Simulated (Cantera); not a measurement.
An isothermal, constant-pressure homogeneous reactor starts with H₂ : O₂ : N₂ = 1.3 : 1 : 9.6 (molar parts), equivalence ratio 0.65, at 1350 K and 13300 Pa.

Computed with Cantera and the H2/O2 subset of GRI-Mech 3.0, which has no nitrogen chemistry. The temperature is held fixed by assumption; the heat of reaction is taken as removed at once.

x: mole fraction; the columns are a selection and need not sum to one.

| t (s) | x H₂ | x O₂ | x O | x HO₂ | x H₂O | x H₂O₂ | x OH |
|---|---|---|---|---|---|---|---|
| 0.000900 | 0.0121 | 0.0383 | 0.0119 | 2.93e-6 | 0.0779 | 3.50e-7 | ___ |
| 0.00288 | 0.00759 | 0.0344 | 0.00540 | 2.84e-6 | 0.0973 | 4.05e-7 | ___ |
| 0.00924 | 0.00196 | 0.0315 | 0.00111 | 2.32e-6 | 0.112 | 3.06e-7 | ___ |
| 0.0296 | 0.000192 | 0.0310 | 0.000103 | 8.39e-7 | 0.115 | 9.14e-8 | ___ |
| 0.0949 | 1.98e-5 | 0.0311 | 1.07e-5 | 1.31e-7 | 0.115 | 1.85e-8 | ___ |
| 0.304 | 3.42e-6 | 0.0311 | 1.89e-6 | 2.67e-8 | 0.116 | 4.33e-9 | ___ |
| 0.974 | 8.80e-7 | 0.0311 | 4.92e-7 | 1.08e-8 | 0.116 | 1.29e-9 | ___ |
| 3.12 | 4.05e-7 | 0.0311 | 2.26e-7 | 9.18e-9 | 0.116 | 6.42e-10 | 2.13e-5 |
| 10.0 | 3.69e-7 | 0.0311 | 2.05e-7 | 9.17e-9 | 0.116 | 5.90e-10 | 2.03e-5 |

Q: Some entries are withheld; supply them.

A: 
- 0.000900, x OH: 0.00408
- 0.00288, x OH: 0.00306
- 0.00924, x OH: 0.00147
- 0.0296, x OH: 0.000452
- 0.0949, x OH: 0.000147
- 0.304, x OH: 6.17e-5
- 0.974, x OH: 3.15e-5
